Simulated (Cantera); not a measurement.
An adiabatic, constant-pressure homogeneous reactor starts with 3.06 % CH4, 11.5 % O2, 85.4 % N2, equivalence ratio 0.53, at 1700 K and 1.00 atm.

Detailed kinetics in Cantera: GRI-Mech 3.0 (53 species, 325 reactions).

x: mole fraction; the columns are a selection and need not sum to one.

```tsv
t (s)	T (K)	x CH4	x O2	x H2	x NO	x H2O2	x HO2
2.00e-6	1700	0.0306	0.115	(withheld)	<1e-12	9.08e-10	2.36e-7
7.52e-6	1700	0.0306	0.115	(withheld)	<1e-12	5.56e-9	8.64e-7
2.83e-5	1700	0.0306	0.115	(withheld)	1.29e-12	2.20e-8	2.90e-6
0.000106	1700	0.0303	0.115	(withheld)	1.46e-11	6.80e-8	7.94e-6
0.000399	2104	<1e-12	0.0539	(withheld)	2.54e-5	1.09e-7	4.66e-6
0.00150	2294	<1e-12	0.0534	(withheld)	0.000228	5.69e-8	2.21e-6
0.00565	2310	<1e-12	0.0532	0.000555	0.000624	6.14e-8	2.29e-6
0.0212	2307	<1e-12	0.0526	0.000551	0.00191	6.06e-8	2.25e-6
0.0798	2301	<1e-12	0.0510	0.000540	0.00511	5.89e-8	2.16e-6
0.300	2296	<1e-12	0.0497	0.000531	0.00773	5.75e-8	2.09e-6
```

Q: Complete the blanks.

A: 
- 2.00e-6, x H2: 2.22e-7
- 7.52e-6, x H2: 1.07e-6
- 2.83e-5, x H2: 4.98e-6
- 0.000106, x H2: 4.32e-5
- 0.000399, x H2: 0.00377
- 0.00150, x H2: 0.000822
